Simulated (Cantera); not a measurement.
What does this Cantera script print?

```python
import numpy as np
import cantera as ct

gas_names = """
    CL CLO CL2 O O2 O3 Ti TiCL TiCL2 TiCL3 TiCL4 TiO TiOCL TiOCL2 TiO2
""".split()
cond_names = """
    Ti(a) Ti(b) Ti(L) TiCL2(s) TiCL3(s) TiCL4(L) TiO(a) TiO(b) TiO(L) TiO2(ru) TiO2(L) Ti2O3(a) Ti2O3(b)
    Ti2O3(L) Ti3O5(a) Ti3O5(b) Ti3O5(L) Ti4O7(s) Ti4O7(L)
""".split()


# ... load() reads the species with a 1 bar reference pressure and builds the phases ...
atoms = {
    'TiCl4': {'Ti': 1, 'CL': 4},
    'O2': {'O': 2},
}
top_T = {'TiCL2(s)': 1300, 'TiCL3(s)': 1000}  # K; cautious upper limits of use, not melting points


# ... equilibrate(T, P, feed) seeds the gas with the atoms and calls Mixture.equilibrate('TP', solver="vcs", rtol=1e-11, max_steps=5000) ...
results = []
feed = {'TiCl4': 1, 'O2': 2.9}  # mol
P = 51  # Pa
for T in [1248, 1298, 1348, 1398, 1448, 1498, 1548, 1598, 1648, 1698, 1748, 1798, 1848, 1898]:
    mix = equilibrate(T, P, feed)
    results.append((T, P, feed, dict(zip(mix.species_names, mix.species_moles))))

top = {s: max(r[3][s] / sum(r[3][g] for g in gas_names) for r in results) for s in gas_names}
cols = sorted((s for s in top if top[s] > 0.001), key=lambda s: -top[s])[:8]
seen = [c for c in cond_names if any(r[3].get(c, 0) > 1e-12 for r in results)]
print("log10 of partial pressures in bar; condensed amounts in mol")
print(f"{'T/K':>10s}" + "".join(f"{s[:9]:>10s}" for s in cols + seen))
for T, P, feed, n in results:
    ng = sum(n[g] for g in gas_names)
    print(f"{T:10.4g}" + "".join(f"{np.log10(max(n[s] / ng * P / 1e5, 1e-99)):10.3f}" for s in cols)
          + "".join(f"{n.get(c, 0):10.4g}" for c in seen))
```

It prints:

```
log10 of partial pressures in bar; condensed amounts in mol
       T/K        CL        O2       CL2         O  TiO2(ru)
      1248    -3.985    -3.651    -3.737    -9.002         1
      1298    -3.828    -3.673    -3.827    -8.605    0.9999
      1348    -3.703    -3.699    -3.952    -8.239    0.9999
      1398    -3.611    -3.724    -4.117    -7.899    0.9999
      1448    -3.550    -3.745    -4.318    -7.583    0.9999
      1498    -3.512    -3.761    -4.545    -7.284         1
      1548    -3.490    -3.771    -4.784    -7.003         1
      1598    -3.477    -3.777    -5.026    -6.737         1
      1648    -3.471    -3.781    -5.263    -6.487         1
      1698    -3.467    -3.783    -5.492    -6.250         1
      1748    -3.465    -3.785    -5.710    -6.027    0.9999
      1798    -3.464    -3.786    -5.919    -5.816    0.9999
      1848    -3.464    -3.788    -6.118    -5.617    0.9998
      1898    -3.464    -3.791    -6.307    -5.428    0.9995
```

Cantera equilibrium calculation (NASA polynomials, part measured and part estimated; ideal gas, pure solids and liquids).
